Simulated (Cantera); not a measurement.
Standard-state values (1 bar) from the NASA 1993 polynomials, evaluated with Cantera. Values are per mole of reaction as written; species without (g) are pure solids or liquids, kept so even where they would boil at 1 bar.

3 OH(g) + Cr2N = 2 Cr + 3 O(g) + NH3(g), with ΔH° = 709.1 kJ and ΔS° = 107.0 J/K at 300 K.

Question: How far is the shortcut ΔG° ≈ ΔH°(300 K) − T·ΔS°(300 K) from the full temperature-dependent value at 1050, 1125, 1200, 1275, 1350, 1425, 1500, 1575, 1650, 1725 K?

Answer: 
| T (K) | shortcut (kJ) | full (kJ) | difference (kJ) | difference in log10 K |
|---|---|---|---|---|
| 1050 | 596.7 | 600.2 | -3.5 | 0.17 |
| 1125 | 588.7 | 592.6 | -3.9 | 0.18 |
| 1200 | 580.7 | 585.0 | -4.3 | 0.19 |
| 1275 | 572.6 | 577.4 | -4.8 | 0.20 |
| 1350 | 564.6 | 569.8 | -5.2 | 0.20 |
| 1425 | 556.6 | 562.1 | -5.6 | 0.20 |
| 1500 | 548.6 | 554.5 | -5.9 | 0.21 |
| 1575 | 540.5 | 546.8 | -6.3 | 0.21 |
| 1650 | 532.5 | 539.1 | -6.6 | 0.21 |
| 1725 | 524.5 | 531.3 | -6.8 | 0.21 |
The shortcut ignores the heat-capacity change of the reaction.
